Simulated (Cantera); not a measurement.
Charge: 1 mol BF3, 7.7 mol O2, 6.2 mol H2, held at 800 K and 100000 Pa.

Equilibrium computed with Cantera from the NASA thermochemical tables; the gas is ideal and each condensed phase is pure. Candidate condensed phases: B, B2O3, B3O3H3, H2O; 43 gas species. Kinetics and transport are ignored.

Base state: H2O 0.476, O2 0.387, HF 0.0706, BF3 0.0590, (HBO2)3 0.00684, B3O3F3 0.00151 (mole fractions); condensed: gas only.

Q: What changes in the equilibrium state with this change: temperature from 800 K to 1075 K?

A: 
```json
[
 {"species": "H2O", "before": "0.476", "after": "0.447"},
 {"species": "O2", "before": "0.387", "after": "0.383"},
 {"species": "HF", "before": "0.0706", "after": "0.120"},
 {"species": "BF3", "before": "0.0590", "after": "0.0386"},
 {"species": "BOF", "before": "4.55e-8", "after": "7.89e-5"},
 {"species": "HBO2", "before": "5.48e-8", "after": "7.52e-5"},
 {"species": "B3O3F3", "before": "0.00151", "after": "0.00449"},
 {"species": "B2O3(l), mol", "before": "0", "after": "0.0812"}
]
```
Gases not in the tables: H3BO3.

Q: What changes in the equilibrium state with this change: BF3 replaced by B?

A: 
```tsv
species	before	after
H2O	0.476	0.577
O2	0.387	0.390
(HBO2)3	0.00684	0.0337
HF	0.0706	0
BF3	0.0590	0
B3O3F3	0.00151	0
```
